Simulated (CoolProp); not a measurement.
Properties of acetone at several states (Tc = 508.1 K, pc = 46.92 bar, ω = 0.307).

The numbers come from the reference Helmholtz-energy equation of state, Lemmon 2006 in CoolProp. It is a short technical equation, of lower accuracy than the large ones.

```csv
T (K),p (bar),phase,density (kg/m³),Joule-Thomson coefficient (K/MPa),isothermal compressibility (1/MPa)
202.9,1.5,liquid,887.0,[?],[?]
398.7,2.26,gas,4.164,31.21,4.663
542.8,33.8,gas,57.97,[?],0.4075
350.6,0.124,gas,0.2482,[?],81.01
```

Q: Some entries are withheld; supply them.

A: 
- 202.9, Joule-Thomson coefficient (K/MPa): -0.4257
- 202.9, isothermal compressibility (1/MPa): 0.0005891
- 542.8, Joule-Thomson coefficient (K/MPa): 10.70
- 350.6, Joule-Thomson coefficient (K/MPa): 57.16
